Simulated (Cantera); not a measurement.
Input: 1 mol LiCl, 0.11 mol HCl, 150 mol H2, at 1700 K and 1.40 Pa.

Method: chemical equilibrium by Gibbs-energy minimisation in Cantera with the NASA 1993 tables (ideal gas, pure condensed phases). Candidate condensed phases: Li, LiCl, LiH; 11 gas species. Rates play no part.

Base state: H2 0.953, H 0.0384, LiCl 0.00495, HCl 0.00218, Li 0.00154, Cl 6.84e-5 (mole fractions); condensed: gas only.

**Question.** What changes in the equilibrium state with this change: pressure from 1.40 Pa to 0.100 bar?

**Answer.** 
```json
[
 {"species": "H2", "before": "0.953", "after": "0.992"},
 {"species": "LiCl", "before": "0.00495", "after": "0.00654"},
 {"species": "HCl", "before": "0.00218", "after": "0.000796"},
 {"species": "H", "before": "0.0384", "after": "0.000464"},
 {"species": "Cl", "before": "6.84e-5", "after": "2.89e-7"},
 {"species": "Li", "before": "0.00154", "after": "6.72e-5"}
]
```
